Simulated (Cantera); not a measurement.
Charge: 1 mol Si₂Cl₆, 0.15 mol HCl, 690 mol H₂, equilibrated at 975 K and 1130 Torr.

Cantera equilibrium calculation (NASA polynomials, part measured and part estimated; ideal gas, pure solids and liquids). Candidate condensed phases: Si; 19 gas species. The feed counts by its element totals alone. The tables' values for SiCl₃ are old estimates; treat these amounts as uncertain. Equilibrium is a limit: real reactors are often held back by kinetics, nucleation or transport.

Base state: H₂ 0.996, HCl 0.00235, SiHCl₃ 0.00125, SiCl₄ 0.000518, SiH₂Cl₂ 0.000317, SiH₃Cl 2.03e-5, SiCl₃ 1.28e-5 (mole fractions); condensed: Si(s).

Question: What changes in the equilibrium state with this change: pressure from 1130 Torr to 1.95 Torr?

Answer: 
```csv
species,before,after
H₂,0.996,0.992
HCl,0.00235,0.00789
SiCl₄,0.000518,0.000114
SiHCl₃,0.00125,8.22e-5
SiH₃Cl,2.03e-5,1.17e-7
SiH₂Cl₂,0.000317,6.18e-6
SiCl₂,8.98e-6,0.000101
SiCl₃,1.28e-5,2.02e-5
"Si(s), mol",0.527,1.78
```

Question: What changes in the equilibrium state with this change: temperature from 975 K to 1073.15 K?

Answer: 
```
species       before     after
----------  --------  --------
H₂             0.996     0.994
HCl          0.00235   0.00455
SiHCl₃       0.00125  0.000810
SiCl₂        8.98e-6   4.06e-5
SiCl₃        1.28e-5   2.77e-5
SiCl₄       0.000518  0.000303
SiH₂Cl₂     0.000317  0.000253
Si(s), mol     0.527     0.992
```

Question: What changes in the equilibrium state with this change: H₂ from 690 to 47 mol?

Answer: 
```json
[
 {"species": "H₂", "before": "0.996", "after": "0.959"},
 {"species": "SiCl₄", "before": "0.000518", "after": "0.0168"},
 {"species": "SiHCl₃", "before": "0.00125", "after": "0.0167"},
 {"species": "SiCl₃", "before": "1.28e-5", "after": "0.000174"},
 {"species": "SiCl₂", "before": "8.98e-6", "after": "5.12e-5"},
 {"species": "SiH₂Cl₂", "before": "0.000317", "after": "0.00174"},
 {"species": "HCl", "before": "0.00235", "after": "0.00551"},
 {"species": "SiH₃Cl", "before": "2.03e-5", "after": "4.58e-5"},
 {"species": "Si(s), mol", "before": "0.527", "after": "0.280"}
]
```
